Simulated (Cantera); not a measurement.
A Cantera script and its output.

```python
import numpy as np
import cantera as ct

gas = ct.Solution("gri30.yaml")
gas.TPX = 475, 1200000, {'C3H8': 1, 'O2': 3.33, 'N2': 12.5}
inlet = ct.Reservoir(gas, clone=True)
gas.equilibrate("HP")  # start burning
reactor = ct.IdealGasConstPressureReactor(gas, energy="on", clone=False)
exhaust = ct.Reservoir(gas, clone=True)
tau = [0.09, 0.029, 0.0094, 0.003, 0.00098, 0.00032, 0.0001, 3.3e-05, 1.1e-05, 3.4e-06][0]
for a, b in ((inlet, reactor), (reactor, exhaust)):
    ct.MassFlowController(a, b, mdot=lambda t: reactor.mass / tau)
net = ct.ReactorNet([reactor])
show = ['C3H8', 'O2', 'N2O', 'HCN', 'C2H', 'CH2O', 'HO2']

rows = []
print(f"{'tau/s':>10s}{'T/K':>9s}" + "".join(f"{s:>11s}" for s in show))
for tau in [0.09, 0.029, 0.0094, 0.003, 0.00098, 0.00032, 0.0001, 3.3e-05, 1.1e-05, 3.4e-06]:
    net.initial_time = 0.0
    net.advance(30 * tau)
    before = gas.X
    net.advance(40 * tau)
    drift = np.max(np.abs(gas.X - before) / (gas.X + 1e-9))
    rows.append([gas.T, *gas[show].X, drift])
    print(f"{tau:10.3e}{gas.T:9.1f}" + "".join(f"{x:11.3e}" for x in gas[show].X))
```

Output:

```
     tau/s      T/K       C3H8         O2        N2O        HCN        C2H       CH2O        HO2
 9.000e-02   2101.4  1.363e-07  3.332e-05  4.627e-09  8.306e-06  2.333e-08  8.489e-07  1.445e-08
 2.900e-02   2103.0  4.124e-07  9.693e-05  8.656e-09  2.403e-05  7.111e-08  2.245e-06  4.315e-08
 9.400e-03   2105.3  1.223e-06  2.713e-04  1.410e-08  5.078e-05  1.972e-07  5.561e-06  1.274e-07
 3.000e-03   2105.7  3.624e-06  7.253e-04  1.983e-08  7.543e-05  4.721e-07  1.295e-05  3.808e-07
 9.800e-04   2098.3  1.045e-05  1.768e-03  2.668e-08  8.626e-05  9.377e-07  2.780e-05  1.139e-06
 3.200e-04   2073.9  3.080e-05  4.100e-03  3.585e-08  7.884e-05  1.578e-06  5.756e-05  3.646e-06
 1.000e-04   2002.8  1.124e-04  1.045e-02  5.536e-08  4.195e-05  1.992e-06  1.327e-04  1.486e-05
 3.300e-05    475.0  5.942e-02  1.979e-01 -5.571e-22 -8.263e-20  2.348e-47 -1.668e-17 -5.026e-19
 1.100e-05    475.0  5.942e-02  1.979e-01 -1.473e-25 -2.185e-23  6.683e-56 -4.410e-21  3.322e-21
 3.400e-06    475.0  5.942e-02  1.979e-01 -9.304e-27 -1.380e-24  6.817e-58 -2.786e-22  1.210e-21
```

Detailed kinetics in Cantera: GRI-Mech 3.0 (53 species, 325 reactions). GRI-Mech 3.0 was tuned for natural gas; its chemistry of propane as a main component is partial and can be far from experiment. The pressure lies above the range GRI-Mech 3.0 was tuned for (to about 10 atm).
